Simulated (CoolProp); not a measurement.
Computed with CoolProp (reference Helmholtz-energy equation of state, Leachman 2009).

Task: Give the vapour pressure (MPa), liquid density (kg/m³), liquid conductivity (mW/(m K)) of saturated normal hydrogen at 20.9, 22.6, 30.8 K.

Result: 
```csv
T (K),p (MPa),liquid density (kg/m³),liquid conductivity (mW/(m K))
20.9,0.118,70.2,104
22.6,0.185,68.1,104
30.8,0.913,52.1,92.6
```

Thermal conductivity comes from a separate model (Assael 2011).
